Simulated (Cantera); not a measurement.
**Low-pressure radical oxidation in H2/O2**

An isothermal, constant-pressure homogeneous reactor starts with H2 : O2 : N2 : H2O = 0.47 : 1 : 1.9 : 0.0056 (molar parts), equivalence ratio 0.23, at 925 K and 0.0133 bar.

Detailed kinetics in Cantera: GRI-Mech 3.0 (53 species, 325 reactions). Radical loss at walls, strong at low pressure, is not modelled. Below about 950 K walls govern HO2 and H2O2 in real vessels. The temperature is held fixed by assumption; the heat of reaction is taken as removed at once.

```json
[
 {"t (s)": "0.000100", "x H2": "0.139", "x O2": "0.296", "x NO": "<1e-12", "x H": "4.23e-12", "x HO2": "4.36e-12"},
 {"t (s)": "0.000501", "x H2": "0.139", "x O2": "0.296", "x NO": "<1e-12", "x H": "2.52e-11", "x HO2": "2.21e-11"},
 {"t (s)": "0.00251", "x H2": "0.139", "x O2": "0.296", "x NO": "<1e-12", "x H": "9.85e-10", "x HO2": "1.38e-10"},
 {"t (s)": "0.0126", "x H2": "0.127", "x O2": "0.291", "x NO": "3.01e-10", "x H": "0.00647", "x HO2": "3.25e-6"},
 {"t (s)": "0.0632", "x H2": "0.000945", "x O2": "0.243", "x NO": "5.80e-7", "x H": "0.000936", "x HO2": "4.88e-6"},
 {"t (s)": "0.317", "x H2": "2.63e-5", "x O2": "0.244", "x NO": "5.78e-7", "x H": "1.98e-6", "x HO2": "7.68e-7"},
 {"t (s)": "1.59", "x H2": "9.25e-7", "x O2": "0.244", "x NO": "5.74e-7", "x H": "2.53e-8", "x HO2": "5.95e-8"},
 {"t (s)": "7.98", "x H2": "5.16e-8", "x O2": "0.244", "x NO": "5.76e-7", "x H": "8.37e-10", "x HO2": "6.69e-9"},
 {"t (s)": "40.0", "x H2": "6.45e-9", "x O2": "0.244", "x NO": "5.79e-7", "x H": "4.96e-11", "x HO2": "1.09e-9"}
]
```
x: mole fraction; the columns are a selection and need not sum to one.

Equilibrium at this temperature and pressure: H2 2.09e-11, O2 0.244, NO 1.22e-5, H <1e-12, HO2 1.19e-10 (gas phase only).
